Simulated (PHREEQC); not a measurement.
1 kg of water holding 14 mmol/kgw Na2SO4 and 15 mmol/kgw NaCl is evaporated at 20 °C; the solids stay in contact with the brine. The system is closed to CO2. Only these solids could form: Halite, Mirabilite, Thenardite.

Equilibrium calculation in PHREEQC: Pitzer model, pitzer.dat.

```tsv
water left (kg)	ionic strength	water activity	Mirabilite (mol)	Thenardite (mol)	Cl in solution (mol/kgw)	Na in solution (mol/kgw)
1	0.0570	0.999	0	0	0.0150	0.0430
0.6755	0.0844	0.998	0	0	0.0222	0.0637
0.4563	0.125	0.998	0	0	0.0329	0.0942
0.375	0.152	0.997	0	0	0.0400	0.115
0.2533	0.225	0.996	0	0	0.0592	0.170
0.1711	0.333	0.994	0	0	0.0876	0.251
0.1156	0.493	0.991	0	0	0.130	0.372
0.07809	0.730	0.987	0	0	0.192	0.551
0.06418	0.888	0.984	0	0	0.234	0.670
0.04335	1.31	0.977	0	0	0.346	0.992
0.0293	1.95	0.966	0	0	0.512	1.47
0.01979	2.88	0.950	0	0	0.758	2.17
0.01337	4.26	0.926	0	0	1.12	3.22
0.0103	4.41	0.915	0.00387	0	1.46	3.42
0.005808	5.17	0.874	0.00898	0	2.58	4.31
0.003064	7.76	0.761	0.0108	0.000264	4.90	6.80
```

Mirabilite from water left = 0.0103 kg; Thenardite from water left = 0.003064 kg.

Species that the database lacks are ignored.
